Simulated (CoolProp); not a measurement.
Saturated liquid density (kg/m³) of propylene glycol: the reference equation beside estimates from Tc = 674.0 K, pc = 7292 kPa, ω = 0.327. Rackett uses Z = 0.29056 − 0.08775 ω.

Values from CoolProp's reference Helmholtz-energy equation of state, Eisenbach 2021.

| T (K) | reference | Rackett | van der Waals | Redlich-Kwong | Soave-Redlich-Kwong | Peng-Robinson |
|---|---|---|---|---|---|---|
| 537.3 | 805.0 | 884.0 | 512.0 | 724.2 | (withheld) | 874.0 |
| 540 | 801.5 | 879.8 | 509.6 | 719.8 | 765.7 | 869.0 |
| 542.7 | 797.9 | 875.5 | 507.1 | 715.3 | 761.2 | 863.9 |
| 545.4 | 794.2 | 871.1 | 504.6 | 710.7 | 756.6 | 858.7 |
| 548.1 | 790.5 | 866.7 | 502.0 | 706.2 | 751.9 | 853.4 |
| 550.8 | 786.8 | 862.3 | 499.4 | 701.5 | 747.2 | 848.1 |
| 553.5 | (withheld) | 857.8 | 496.8 | 696.8 | 742.4 | 842.7 |
| 556.2 | 779.2 | 853.3 | 494.2 | (withheld) | 737.5 | 837.2 |
| 558.9 | (withheld) | 848.7 | 491.5 | 687.3 | 732.5 | 831.6 |
| 561.6 | 771.3 | 844.1 | 488.8 | 682.4 | 727.5 | (withheld) |
| 564.3 | 767.4 | 839.4 | 486.1 | 677.5 | (withheld) | 820.1 |
| 567 | 763.3 | 834.7 | 483.3 | 672.5 | 717.2 | 814.2 |

Problem. Some entries are withheld; supply them.

Solution. 
- 537.3, Soave-Redlich-Kwong: 770.2
- 553.5, reference: 783.0
- 556.2, Redlich-Kwong: 692.1
- 558.9, reference: 775.3
- 561.6, Peng-Robinson: 825.9
- 564.3, Soave-Redlich-Kwong: 722.4

Absolute difference from the reference over all 12 rows, mean and median: Rackett 9.6 and 9.6 %, van der Waals 36.5 and 36.5 %, Redlich-Kwong 10.9 and 10.9 %, Soave-Redlich-Kwong 5.1 and 5.1 %, Peng-Robinson 7.7 and 7.7 %.
